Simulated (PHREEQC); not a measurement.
Solution (36 °C): 13 mmol/kgw HBr and 0.12 mmol/kgw MgCl2. Closed to the air; pH follows from the charge balance.

All values are PHREEQC results (Pitzer model, pitzer.dat), not measurements.

| Item | Result |
|---|---|
| pH | 1.93 |
| ionic strength | 0.0134 mol/kgw |
| specific conductance | 6460 µS/cm |
| osmotic coefficient | 0.965 |
| total alkalinity | -13.0 meq/kg |

| species | molality | activity | log γ |
|---|---|---|---|
| H+ | 0.0130 | 0.0117 | -0.048 |
| Br- | 0.0130 | 0.0115 | -0.051 |
| Cl- | 0.000240 | 0.000213 | -0.052 |
| Mg+2 | 0.000120 | 7.50e-5 | -0.204 |

Precipitation was switched off in this run. Constants without temperature data keep their 25 °C values here.
